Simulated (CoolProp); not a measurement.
Vapour-liquid equilibrium of cyclohexane (1) + m-xylene (2) at 0.0317 MPa; x and y are mole fractions of (1).

The numbers come from the multi-fluid Helmholtz-energy mixture model, Zhou 2014 and Zhou 2012; pair parameters Bell 2016 in CoolProp.

```csv
x,bubble temperature (K),y at the bubble point,dew temperature at overall composition x (K),liquid density (mol/L)
0.05,365.5,0.280,372.3,7.574
0.125,356.0,0.529,370.2,7.717
0.2,348.9,0.670,368.0,7.843
0.275,343.4,0.758,365.7,(withheld)
0.35,339.0,0.816,(withheld),8.065
0.425,335.5,(withheld),360.3,8.167
0.5,332.6,0.888,357.3,8.267
0.575,330.1,0.912,353.8,8.366
0.65,327.9,0.931,350.0,8.465
0.725,325.9,0.948,(withheld),8.565
0.8,324.1,0.963,340.3,8.666
0.875,322.3,0.978,333.8,8.771
0.95,(withheld),0.991,325.7,8.878
```

Problem. What belongs in the gaps?

Solution. 
- 0.275, liquid density (mol/L): 7.958
- 0.35, dew temperature at overall composition x (K): 363.1
- 0.425, y at the bubble point: 0.857
- 0.725, dew temperature at overall composition x (K): 345.6
- 0.95, bubble temperature (K): 320.7

No azeotrope shows between x = 0.05 and 0.95.

The pair parameters rest on a limited set of measurements; away from them the model extrapolates.
